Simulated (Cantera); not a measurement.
Cantera with NASA thermochemical tables; ideal gases at 1 bar, condensed phases pure. Values are per mole of reaction as written; species without (g) are pure solids or liquids, kept so even where they would boil at 1 bar.

Task: Between 473 and 873 K, where is each reaction favourable under standard conditions?
- S2(g) + 2 FeSO4 → 8 O(g) + 2 FeS2

Result: 
- S2(g) + 2 FeSO4 → 8 O(g) + 2 FeS2: ΔG° is 2940 kJ at 473 K and 2561 kJ at 873 K; it stays positive (K < 1). ΔH° is 3388 kJ and ΔS° 948 J/K at 873 K.
